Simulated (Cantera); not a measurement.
Hydrocarbon pyrolysis for carbon deposition

An isothermal, constant-pressure homogeneous reactor starts with CH4 : H2 = 1 : 0.2 (molar parts), at 1775 K and 0.132 atm.

Model: GRI-Mech 3.0 (53 species, 325 reactions), integrated in Cantera. GRI-Mech 3.0 stops at C3 and has no aromatics, soot or wall deposition, so with more carbon than oxygen in the feed, carbon stays in small species such as C2H2 where larger ones or solid carbon would form.

| t (s) | x CH4 | x H2 | x C2H | x C2H2 | x C2H6 |
|---|---|---|---|---|---|
| 3.00e-6 | 0.833 | 0.167 | <1e-12 | <1e-12 | 8.73e-10 |
| 1.39e-5 | 0.833 | 0.167 | <1e-12 | 7.74e-11 | 9.71e-8 |
| 6.46e-5 | 0.832 | 0.167 | <1e-12 | 6.59e-8 | 8.73e-6 |
| 0.000300 | 0.822 | 0.171 | 1.20e-10 | 4.94e-5 | 0.000397 |
| 0.00139 | 0.686 | 0.262 | 8.44e-8 | 0.0150 | 0.00192 |
| 0.00646 | 0.332 | 0.526 | 6.56e-7 | 0.126 | 0.000456 |
| 0.0300 | 0.102 | 0.696 | 1.15e-6 | 0.197 | 5.23e-5 |
| 0.139 | 0.0208 | 0.757 | 1.50e-6 | 0.221 | 2.73e-6 |
| 0.646 | 0.00465 | 0.769 | 1.61e-6 | 0.225 | 1.81e-7 |
| 3.00 | 0.00298 | 0.770 | 1.61e-6 | 0.226 | 9.75e-8 |
x: mole fraction; the columns are a selection and need not sum to one.

Equilibrium at this temperature and pressure: CH4 0.00298, H2 0.770, C2H 1.61e-6, C2H2 0.226, C2H6 9.73e-8 (gas phase only).
